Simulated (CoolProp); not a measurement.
A single-stage vapour-compression cycle with nitrous oxide: evaporating at 225.15 K (dew point), condensing at 283.15 K (bubble point), superheat 2 K, subcooling 5 K, compressor efficiency 0.9, no pressure losses. Each further row changes one setting.

Model: reference Helmholtz-energy equation of state, Lemmon 2006, in CoolProp. It is a short technical equation, of lower accuracy than the large ones.

```tsv
case	cooling COP	pressure ratio	discharge temperature (K)	refrigerating effect (kJ/kg)	volumetric capacity (kJ/m³)
as stated	2.43	5.72	351.2	220	3980
evaporating temperature 230.15 K	___	4.75	343.2	222	___
condensing temperature 278.15 K	2.78	5.06	341.1	231	4180
subcooling 10 K	2.56	5.72	351.2	231	4180
superheat 12 K	2.39	5.72	364.8	___	3910
compressor efficiency 0.8	___	5.72	___	220	3980
```

Task: What belongs in the gaps?

Result: 
- evaporating temperature 230.15 K, cooling COP: 2.79
- evaporating temperature 230.15 K, volumetric capacity (kJ/m³): 4800
- superheat 12 K, refrigerating effect (kJ/kg): 230
- compressor efficiency 0.8, cooling COP: 2.16
- compressor efficiency 0.8, discharge temperature (K): 361.1
